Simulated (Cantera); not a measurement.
What does this Cantera script print?

```python
import numpy as np
import cantera as ct

gas = ct.Solution("gri30.yaml")
gas.TPX = 1750, 11000, {'C2H6': 1, 'N2': 3.9}
inlet = ct.Reservoir(gas, clone=True)

reactor = ct.IdealGasConstPressureReactor(gas, energy="off", clone=False)
exhaust = ct.Reservoir(gas, clone=True)
tau = [4.3, 1.5, 0.49, 0.17, 0.057, 0.019, 0.0066, 0.0022, 0.00076][0]
for a, b in ((inlet, reactor), (reactor, exhaust)):
    ct.MassFlowController(a, b, mdot=lambda t: reactor.mass / tau)
net = ct.ReactorNet([reactor])
show = ['C2H6', 'HCN', 'C2H', 'CH3', 'H2', 'CH2', 'H']

rows = []
print(f"{'tau/s':>10s}{'T/K':>9s}" + "".join(f"{s:>11s}" for s in show))
for tau in [4.3, 1.5, 0.49, 0.17, 0.057, 0.019, 0.0066, 0.0022, 0.00076]:
    net.initial_time = 0.0
    net.advance(30 * tau)
    before = gas.X
    net.advance(40 * tau)
    drift = np.max(np.abs(gas.X - before) / (gas.X + 1e-9))
    rows.append([gas.T, *gas[show].X, drift])
    print(f"{tau:10.3e}{gas.T:9.1f}" + "".join(f"{x:11.3e}" for x in gas[show].X))
```

It prints:

```
     tau/s      T/K       C2H6        HCN        C2H        CH3         H2        CH2          H
 4.300e+00   1750.0  3.788e-06  4.332e-05  1.543e-06  1.934e-04  2.818e-01  3.088e-07  4.339e-04
 1.500e+00   1750.0  1.022e-05  3.000e-05  1.711e-06  3.215e-04  2.779e-01  5.594e-07  4.786e-04
 4.900e-01   1750.0  2.879e-05  2.150e-05  1.969e-06  5.503e-04  2.723e-01  1.069e-06  5.466e-04
 1.700e-01   1750.0  7.590e-05  1.590e-05  2.278e-06  9.141e-04  2.650e-01  1.960e-06  6.260e-04
 5.700e-02   1750.0  2.063e-04  1.134e-05  2.640e-06  1.541e-03  2.542e-01  3.566e-06  7.153e-04
 1.900e-02   1750.0  5.654e-04  7.710e-06  3.031e-06  2.592e-03  2.388e-01  6.254e-06  8.068e-04
 6.600e-03   1750.0  1.495e-03  5.106e-06  3.413e-06  4.243e-03  2.186e-01  1.035e-05  8.940e-04
 2.200e-03   1750.0  4.109e-03  3.238e-06  3.738e-06  7.012e-03  1.912e-01  1.691e-05  9.769e-04
 7.600e-04   1750.0  1.090e-02  2.063e-06  3.748e-06  1.128e-02  1.582e-01  2.643e-05  1.030e-03
```

Model: GRI-Mech 3.0 (53 species, 325 reactions), integrated in Cantera. GRI-Mech 3.0 stops at C3 and has no aromatics, soot or wall deposition, so with more carbon than oxygen in the feed, carbon stays in small species such as C2H2 where larger ones or solid carbon would form.
